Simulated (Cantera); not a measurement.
Input (Python, Cantera):

```python
import numpy as np
import cantera as ct

gas = ct.Solution("gri30.yaml", transport_model="mixture-averaged")
show = ['NH3', 'NO', 'CH3']

rows = []
print(f"{'T/K':>7s}{'rho':>11s}{'cp':>10s}{'mu':>11s}{'lambda':>11s}{'Pr':>7s}" + "".join(f"{'D_' + s:>11s}" for s in show))
for T in [400, 550, 700, 850, 1000, 1150, 1300, 1450]:
    gas.TPX = T, 1333, {'H2O': 0.14}
    Pr = gas.cp_mass * gas.viscosity / gas.thermal_conductivity
    D = [gas.mix_diff_coeffs_mole[gas.species_index(s)] for s in show]
    rows.append([gas.density, gas.cp_mass, gas.viscosity, gas.thermal_conductivity, Pr, *D])
    print(f"{T:7g}{gas.density:11.4e}{gas.cp_mass:10.1f}{gas.viscosity:11.4e}"
          f"{gas.thermal_conductivity:11.4e}{Pr:7.3f}" + "".join(f"{d:11.4e}" for d in D))
print("SI units: kg/m3, J/kg/K, Pa s, W/m/K, m2/s")
```

Output:

```
    T/K        rho        cp         mu     lambda     Pr      D_NH3       D_NO      D_CH3
    400 7.2205e-03    1902.2 1.3967e-05 3.6994e-02  0.718 2.6660e-03 2.9715e-03 3.1161e-03
    550 5.2513e-03    1984.6 1.9600e-05 5.4164e-02  0.718 5.1251e-03 5.3871e-03 5.6845e-03
    700 4.1260e-03    2082.1 2.5249e-05 7.3437e-02  0.716 8.3285e-03 8.3380e-03 8.8357e-03
    850 3.3979e-03    2184.6 3.0813e-05 9.4474e-02  0.713 1.2213e-02 1.1766e-02 1.2505e-02
   1000 2.8882e-03    2292.2 3.6247e-05 1.1676e-01  0.712 1.6727e-02 1.5630e-02 1.6646e-02
   1150 2.5115e-03    2401.0 4.1530e-05 1.3984e-01  0.713 2.1826e-02 1.9900e-02 2.1226e-02
   1300 2.2217e-03    2502.2 4.6653e-05 1.6338e-01  0.715 2.7473e-02 2.4552e-02 2.6217e-02
   1450 1.9919e-03    2595.7 5.1615e-05 1.8710e-01  0.716 3.3638e-02 2.9567e-02 3.1599e-02
SI units: kg/m3, J/kg/K, Pa s, W/m/K, m2/s
```

Model: GRI-Mech 3.0 (53 species, 325 reactions), integrated in Cantera. Polar gases are described roughly by these parameters.
